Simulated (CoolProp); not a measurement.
Vapour-liquid equilibrium of propane (1) + cyclopropane (2) at 55.95 °C; x and y are mole fractions of (1).

Model: multi-fluid Helmholtz-energy mixture model, Lemmon 2009 and Polt 1992; pair parameters Bell 2016, in CoolProp. This equation is an older, rougher fit; its heat capacities, sound speeds and derivatives of the liquid may be far off and weren't checked against measurements.

| x | bubble pressure (MPa) | y at the bubble point | dew pressure at overall composition x (MPa) | liquid density (mol/L) |
|---|---|---|---|---|
| 0.05 | 1.578 | 0.067 | 1.568 | 13.24 |
| 0.2 | 1.681 | (withheld) | 1.655 | 12.59 |
| 0.35 | 1.769 | (withheld) | (withheld) | (withheld) |
| 0.5 | 1.840 | 0.543 | 1.820 | (withheld) |
| 0.65 | 1.895 | 0.677 | 1.885 | (withheld) |
| 0.8 | 1.931 | 0.810 | 1.929 | 10.44 |
| 0.95 | 1.946 | 0.950 | 1.946 | 10.03 |

Problem. What belongs in the gaps?

Solution. 
- 0.2, y at the bubble point: 0.246
- 0.35, y at the bubble point: 0.401
- 0.35, dew pressure at overall composition x (MPa): 1.741
- 0.35, liquid density (mol/L): 11.98
- 0.5, liquid density (mol/L): 11.42
- 0.65, liquid density (mol/L): 10.90

No azeotrope shows between x = 0.05 and 0.95.

The pair parameters rest on a limited set of measurements; away from them the model extrapolates.
